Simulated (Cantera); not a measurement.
An isothermal, constant-pressure homogeneous reactor starts with NO : N2 = 1 : 1 (molar parts), at 1950 K and 0.987 atm. Integrator tolerance rtol = 1e-08.

Model: GRI-Mech 3.0 (53 species, 325 reactions), integrated in Cantera.

Problem. What does this change do: pressure from 0.987 atm to 0.00987 atm?

Solution. 
```csv
quantity,before,after
x(NO) at 3.00 s,0.0705 (gas-phase equilibrium 0.00704),0.468 (gas-phase equilibrium 0.00702)
x(O) at 3.00 s,0.000211 (gas-phase equilibrium 0.000225),0.000806 (gas-phase equilibrium 0.00225)
x(N2O) at 3.00 s,2.42e-6 (gas-phase equilibrium 3.87e-7),6.87e-5 (gas-phase equilibrium 3.85e-8)
x(NO2) at 3.00 s,0.000134 (gas-phase equilibrium 1.43e-5),2.26e-5 (gas-phase equilibrium 1.42e-6)
x(N2) at 3.00 s,0.715 (gas-phase equilibrium 0.746),0.516 (gas-phase equilibrium 0.746)
x(O2) at 3.00 s,0.215 (gas-phase equilibrium 0.246),0.0157 (gas-phase equilibrium 0.245)
```
Radical loss at walls, strong at low pressure, is not modelled.

Problem. What does this change do: temperature 1950 to 2175 K?

Solution. 
| quantity | before | after |
|---|---|---|
| x(NO) at 3.00 s | 0.0705 (gas-phase equilibrium 0.00704) | 0.0125 (gas-phase equilibrium 0.0125) |
| x(O) at 3.00 s | 0.000211 (gas-phase equilibrium 0.000225) | 0.00114 (gas-phase equilibrium 0.00114) |
| x(N2O) at 3.00 s | 2.42e-6 (gas-phase equilibrium 3.87e-7) | 6.76e-7 (gas-phase equilibrium 6.76e-7) |
| x(NO2) at 3.00 s | 0.000134 (gas-phase equilibrium 1.43e-5) | 1.77e-5 (gas-phase equilibrium 1.77e-5) |
| x(N2) at 3.00 s | 0.715 (gas-phase equilibrium 0.746) | 0.743 (gas-phase equilibrium 0.743) |
| x(O2) at 3.00 s | 0.215 (gas-phase equilibrium 0.246) | 0.243 (gas-phase equilibrium 0.243) |
